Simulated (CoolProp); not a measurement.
Model: reference Helmholtz-energy equation of state, Thol 2016, in CoolProp.

Question: Give the vapour pressure (MPa), liquid density (kg/m³), vapour density (kg/m³), surface tension (mN/m) of saturated hexamethyldisiloxane (MM) at 501.6 K.

Answer: 
| T (K) | p (MPa) | liquid density (kg/m³) | vapour density (kg/m³) | surface tension (mN/m) |
|---|---|---|---|---|
| 501.6 | 1.47 | 446 | 107 | 0.598 |

Surface tension comes from a separate correlation (Mulero 2014), older than this fluid's equation and unchecked against measurements.
